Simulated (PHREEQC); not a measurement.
Consider water at 61 °C with 0.095 mol NH4F per kg of water. Closed to the air; pH follows from the charge balance.

Computed with PHREEQC (ion-association model, wateq4f.dat).

```json
[
 {"quantity": "pH", "before": "5.94", "after": "5.89"},
 {"quantity": "HF (mol/kgw)", "before": "0.000241", "after": "3.29e-5"},
 {"quantity": "HF2- (mol/kgw)", "before": "0.000102", "after": "1.37e-6"},
 {"quantity": "H2F2 (mol/kgw)", "before": "3.87e-8", "after": "7.10e-10"}
]
```

Question: Name the change that produced these shifts.
(A) temperature from 61 to 35 °C
(B) diluted 10-fold with water
(C) NH4F from 0.095 to 0.143 mol/kgw
(D) temperature from 61 to 85 °C
(E) temperature from 61 to 45 °C

Answer: B, diluted 10-fold with water

Precipitation was switched off in this run. Constants without temperature data keep their 25 °C values here.
